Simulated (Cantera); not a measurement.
**Equilibrium for metals in furnace atmospheres: Al + H₂O + N₂ + O₂**

A closed system holds: 1 mol Al, 0.033 mol H₂O, 230 mol N₂, 0.53 mol O₂, at 1475 °C.

Method: chemical equilibrium by Gibbs-energy minimisation in Cantera with the NASA 1993 tables (ideal gas, pure condensed phases). Candidate condensed phases: Al, AlN, Al₂O₃, H₂O; 35 gas species. Mutual solubility and eutectic melting of coexisting phases are not modelled. Equilibrium is a limit: real reactors are often held back by kinetics, nucleation or transport.

```json
[
 {"P (Pa)": "10", "x N₂": "0.999", "x Al": "0.00105", "x Al₂O": "9.68e-5", "x H": "0.000173", "x H₂": "5.69e-5", "n Al₂O₃(s)": "0.357", "n AlN(s)": "0"},
 {"P (Pa)": "120", "x N₂": "0.999", "x Al": "0.000927", "x Al₂O": "0.000188", "x H": "6.89e-5", "x H₂": "0.000109", "n Al₂O₃(s)": "0.350", "n AlN(s)": "0"},
 {"P (Pa)": "1600", "x N₂": "1.000", "x Al": "4.23e-5", "x Al₂O": "7.28e-6", "x H": "2.09e-5", "x H₂": "0.000133", "n Al₂O₃(s)": "0.364", "n AlN(s)": "0.259"},
 {"P (Pa)": "19000", "x N₂": "1.000", "x Al": "1.03e-6", "x Al₂O": "1.18e-7", "x H": "6.22e-6", "x H₂": "0.000140", "n Al₂O₃(s)": "0.364", "n AlN(s)": "0.271"},
 {"P (Pa)": "240000", "x N₂": "1.000", "x Al": "2.30e-8", "x Al₂O": "1.72e-9", "x H": "1.76e-6", "x H₂": "0.000143", "n Al₂O₃(s)": "0.364", "n AlN(s)": "0.271"},
 {"P (Pa)": "3000000", "x N₂": "1.000", "x Al": "5.21e-10", "x Al₂O": "2.55e-11", "x H": "5.00e-7", "x H₂": "0.000143", "n Al₂O₃(s)": "0.364", "n AlN(s)": "0.271"}
]
```
x: gas mole fraction; n: condensed amount in mol.

From 10.0 Pa to 1.20 mbar the condensed part is Al₂O₃(s). From 16.0 mbar to 30.0 bar the condensed part is AlN(s) + Al₂O₃(s).
